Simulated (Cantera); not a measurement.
Charge: 1 mol (CH₃)₂SiCl₂, 0.26 mol CH₄, a varied amount of H₂, at 2248.15 K and 0.100 bar.

These are equilibrium values from Cantera (NASA tables, ideal gas, pure condensed phases), not measurements of a reactor. Candidate condensed phases: C, C₆H₆, C₇H₈, C₈H₁₈, Si, SiC; 109 gas species. The feed counts by its element totals alone. Gases not in the tables: Si₂H₆ and higher silanes. The numbers say what is thermodynamically allowed, not how fast it happens.

Question: What share of the Si ends up in condensed phases as a function of n(H₂) (mol), at 19, 28, 41, 60, 89, 130, 190?

Answer: 
```json
[
 {"n(H₂) (mol)": "19", "Si condensed (%)": "93.2", "as": "SiC(s)"},
 {"n(H₂) (mol)": "28", "Si condensed (%)": "93.4", "as": "SiC(s)"},
 {"n(H₂) (mol)": "41", "Si condensed (%)": "92.8", "as": "SiC(s)"},
 {"n(H₂) (mol)": "60", "Si condensed (%)": "91.4", "as": "SiC(s)"},
 {"n(H₂) (mol)": "89", "Si condensed (%)": "88.7", "as": "SiC(s)"},
 {"n(H₂) (mol)": "130", "Si condensed (%)": "84.7", "as": "SiC(s)"},
 {"n(H₂) (mol)": "190", "Si condensed (%)": "78.6", "as": "SiC(s)"}
]
```
